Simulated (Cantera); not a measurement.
A Cantera script and its output.

```python
import numpy as np
import cantera as ct

gas = ct.Solution("h2o2.yaml")
gas.TPX = 1225, 13332, {'H2': 1.8, 'O2': 1, 'N2': 4.1}
reactor = ct.IdealGasConstPressureReactor(gas, energy="off", clone=False)
net = ct.ReactorNet([reactor])
net.rtol, net.atol = 1e-08, 1e-18
show = ['H2', 'O2', 'H2O', 'HO2', 'OH', 'H', 'H2O2']
times = np.geomspace(0.0003, 80, 14)

steps = ct.SolutionArray(gas, extra=["t"])
rows = []
print(f"{'t/s':>10s}{'T/K':>9s}{'P/Pa':>11s}" + "".join(f"{s:>11s}" for s in show))
for t in times:
    while net.time < t:
        t_next = net.step()
        steps.append(gas.state, t=t_next)
    rows.append([np.interp(t, steps.t, y) for y in (steps.T, steps.P, *steps(*show).X.T)])
    print(f"{t:10.3e}{rows[-1][0]:9.1f}{rows[-1][1]:11.4g}" + "".join(f"{x:11.3e}" for x in rows[-1][2:]))
rate = np.gradient(steps.T, steps.t)
print("integrator steps:", len(steps.t))
if steps.T.max() > steps.T[0] + 200:
    print(f"time of steepest temperature rise: {steps.t[rate.argmax()]:.4e} s")
gas.TPX = 1225, 13332, {'H2': 1.8, 'O2': 1, 'N2': 4.1}
gas.equilibrate("TP")
print(f"equilibrium (TP): T = {gas.T:.1f} K  " + "  ".join(f"{s} {gas[s].X[0]:.3e}" for s in show))
```

It prints:

```
       t/s      T/K       P/Pa         H2         O2        H2O        HO2         OH          H       H2O2
 3.000e-04   1225.0  1.333e+04  1.421e-01  9.654e-02  8.313e-02  1.027e-05  4.648e-03  6.798e-02  6.528e-07
 7.843e-04   1225.0  1.333e+04  2.953e-02  3.955e-02  2.177e-01  7.307e-06  4.592e-03  6.098e-02  9.591e-07
 2.051e-03   1225.0  1.333e+04  1.550e-02  2.589e-02  2.689e-01  5.431e-06  2.668e-03  1.556e-02  1.159e-06
 5.361e-03   1225.0  1.333e+04  5.207e-03  1.913e-02  2.915e-01  3.931e-06  1.296e-03  2.361e-03  1.082e-06
 1.402e-02   1225.0  1.333e+04  1.122e-03  1.707e-02  2.982e-01  2.533e-06  5.494e-04  2.094e-04  6.147e-07
 3.665e-02   1225.0  1.333e+04  1.806e-04  1.669e-02  2.997e-01  8.871e-07  2.156e-04  1.315e-05  2.037e-07
 9.581e-02   1225.0  1.333e+04  2.943e-05  1.666e-02  2.999e-01  1.894e-07  8.924e-05  8.989e-07  5.370e-08
 2.505e-01   1225.0  1.333e+04  5.999e-06  1.666e-02  3.000e-01  4.203e-08  4.172e-05  8.752e-08  1.454e-08
 6.549e-01   1225.0  1.333e+04  1.578e-06  1.666e-02  3.000e-01  1.170e-08  2.194e-05  1.233e-08  4.460e-09
 1.712e+00   1225.0  1.333e+04  5.118e-07  1.666e-02  3.000e-01  4.561e-09  1.265e-05  2.335e-09  1.566e-09
 4.477e+00   1225.0  1.333e+04  2.131e-07  1.666e-02  3.000e-01  2.960e-09  8.129e-06  6.306e-10  6.705e-10
 1.170e+01   1225.0  1.333e+04  1.414e-07  1.667e-02  3.000e-01  2.762e-09  6.526e-06  3.378e-10  4.414e-10
 3.060e+01   1225.0  1.333e+04  1.355e-07  1.667e-02  3.000e-01  2.756e-09  6.373e-06  3.163e-10  4.220e-10
 8.000e+01   1225.0  1.333e+04  1.355e-07  1.667e-02  3.000e-01  2.756e-09  6.373e-06  3.163e-10  4.219e-10
integrator steps: 2481
equilibrium (TP): T = 1225.0 K  H2 1.355e-07  O2 1.667e-02  H2O 3.000e-01  HO2 2.756e-09  OH 6.373e-06  H 3.163e-10  H2O2 4.219e-10
```

Detailed kinetics in Cantera: the H2/O2 subset of GRI-Mech 3.0, which has no nitrogen chemistry. The temperature is held fixed by assumption; the heat of reaction is taken as removed at once.
